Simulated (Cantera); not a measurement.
An isothermal, constant-pressure homogeneous reactor starts with 12.2 % C2H6, 87.8 % N2, at 1125 K and 165 Torr.

Computed with Cantera and GRI-Mech 3.0 (53 species, 325 reactions). GRI-Mech 3.0 stops at C3 and has no aromatics, soot or wall deposition, so with more carbon than oxygen in the feed, carbon stays in small species such as C2H2 where larger ones or solid carbon would form.

Task: Predict: x(C2H6) at 2.00 s; x(C2H4) at 2.00 s; x(CH3) at 2.00 s; x(H) at 2.00 s.

Result: 
| Property | Result |
|---|---|
| x(C2H6) at 2.00 s | 0.000822 (gas-phase equilibrium 7.21e-5) |
| x(C2H4) at 2.00 s | 0.0802 (gas-phase equilibrium 0.0138) |
| x(CH3) at 2.00 s | 1.01e-6 (gas-phase equilibrium 6.91e-7) |
| x(H) at 2.00 s | 4.37e-7 (gas-phase equilibrium 2.33e-8) |
